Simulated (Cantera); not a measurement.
Input (Python, Cantera) and output of one run.

```python
import numpy as np
import cantera as ct

gas_names = """
    H HNO HNO2 HNO3 HO2 H2 H2O H2O2 N NH NH2 NH3 NH2OH NO NO2 NO3 N2 N2H2 N2H4 N2O O OH O2 O3 Si SiH
    SiH2 SiH3 SiH4 SiN SiO SiO2 Si2 Si2N Si3
""".split()
cond_names = """
    H2O(s) H2O(L) Si(cr) Si(L) SiO2(Lqz) SiO2(hqz) SiO2(L) Si2N2O(s) Si3N4(a)
""".split()


# ... load() reads the species with a 1 bar reference pressure and builds the phases ...
atoms = {
    'Si3N4': {'Si': 3, 'N': 4},
    'H2O': {'H': 2, 'O': 1},
    'N2': {'N': 2},
}
top_T = {'Si2N2O(s)': 2100, 'Si3N4(a)': 2400}  # K; cautious upper limits of use, not melting points


# ... equilibrate(T, P, feed) seeds the gas with the atoms and calls Mixture.equilibrate('TP', solver="vcs", rtol=1e-11, max_steps=5000) ...
results = []
feed = {'Si3N4': 1, 'H2O': 0.0063, 'N2': 32}  # mol
P = 430  # Pa
for T in [1148, 1198, 1248, 1298, 1348, 1398, 1448, 1498, 1548, 1598, 1648, 1698, 1748, 1798]:
    mix = equilibrate(T, P, feed)
    results.append((T, P, feed, dict(zip(mix.species_names, mix.species_moles))))
    x = sorted(zip(gas.X, gas.species_names), reverse=True)
    print(f"T = {T:g} K  P = {P:g} Pa  gas = {mix.phase_moles(0):.4g} mol")
    print("   x: " + "  ".join(f"{s} {v:.3e}" for v, s in x if v > 0.0001))
    print("   condensed (mol): " + ("  ".join(f"{mix.phase(i).name} {mix.phase_moles(i):.4g}"
          for i in range(1, mix.n_phases) if mix.phase_moles(i) > 1e-12) or "none"))
```

It prints:

```
T = 1148 K  P = 430 Pa  gas = 32.01 mol
   x: N2 9.998e-01  H2 1.968e-04
   condensed (mol): Si2N2O(s) 0.0063  Si3N4(a) 0.9958
T = 1198 K  P = 430 Pa  gas = 32.01 mol
   x: N2 9.998e-01  H2 1.968e-04
   condensed (mol): Si2N2O(s) 0.0063  Si3N4(a) 0.9958
T = 1248 K  P = 430 Pa  gas = 32.01 mol
   x: N2 9.998e-01  H2 1.968e-04
   condensed (mol): Si2N2O(s) 0.0063  Si3N4(a) 0.9958
T = 1298 K  P = 430 Pa  gas = 32.01 mol
   x: N2 9.998e-01  H2 1.967e-04
   condensed (mol): Si2N2O(s) 0.006299  Si3N4(a) 0.9958
T = 1348 K  P = 430 Pa  gas = 32.01 mol
   x: N2 9.998e-01  H2 1.966e-04
   condensed (mol): Si2N2O(s) 0.006292  Si3N4(a) 0.9958
T = 1398 K  P = 430 Pa  gas = 32.01 mol
   x: N2 9.998e-01  H2 1.963e-04
   condensed (mol): Si2N2O(s) 0.006251  Si3N4(a) 0.9958
T = 1448 K  P = 430 Pa  gas = 32.01 mol
   x: N2 9.998e-01  H2 1.958e-04
   condensed (mol): Si2N2O(s) 0.006028  Si3N4(a) 0.9959
T = 1498 K  P = 430 Pa  gas = 32.01 mol
   x: N2 9.998e-01  H2 1.950e-04
   condensed (mol): Si2N2O(s) 0.004952  Si3N4(a) 0.9962
T = 1548 K  P = 430 Pa  gas = 32.02 mol
   x: N2 9.996e-01  H2 1.935e-04  SiO 1.881e-04
   condensed (mol): Si2N2O(s) 0.0002787  Si3N4(a) 0.9978
T = 1598 K  P = 430 Pa  gas = 32.02 mol
   x: N2 9.996e-01  SiO 1.968e-04  H2 1.912e-04
   condensed (mol): Si3N4(a) 0.9979
T = 1648 K  P = 430 Pa  gas = 32.02 mol
   x: N2 9.996e-01  SiO 1.968e-04  H2 1.875e-04
   condensed (mol): Si3N4(a) 0.9977
T = 1698 K  P = 430 Pa  gas = 32.02 mol
   x: N2 9.995e-01  SiO 1.967e-04  H2 1.818e-04
   condensed (mol): Si3N4(a) 0.997
T = 1748 K  P = 430 Pa  gas = 32.04 mol
   x: N2 9.993e-01  Si 3.048e-04  SiO 1.967e-04  H2 1.735e-04
   condensed (mol): Si3N4(a) 0.9942
T = 1798 K  P = 430 Pa  gas = 34.04 mol
   x: N2 9.988e-01  Si 7.173e-04  SiO 1.851e-04  H2 1.517e-04
   condensed (mol): Si(L) 2.966
```

These are equilibrium values from Cantera (NASA tables, ideal gas, pure condensed phases), not measurements of a reactor. Mutual solubility and eutectic melting of coexisting phases are not modelled. The tables' values for SiN are old estimates; treat these amounts as uncertain.
